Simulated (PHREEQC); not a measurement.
Solution (68 °C): 0.001 mol NH3, 2.3e-05 mol CO2 and 0.0043 mol (CH3)4NCl per kg of water. Closed to the air; pH follows from the charge balance.

All values are PHREEQC results (ion-association model, phreeqc.dat), not measurements.

No solid was allowed to form.

Order these C species by the share of C that they hold, largest first: CO3-2, HCO3-, CO2.

HCO3- (93 %), CO3-2 (6.8 %), CO2 (0.22 %)

The pH is 8.89 and the ionic strength 0.00445 mol/kgw. Species that the database lacks are ignored. (CH3)4N+ isn't in the database: it is added as a free cation with an ion size of 4 Å. Away from 25 °C the constants follow the database's enthalpies or fits; those with neither stay at their 25 °C values.
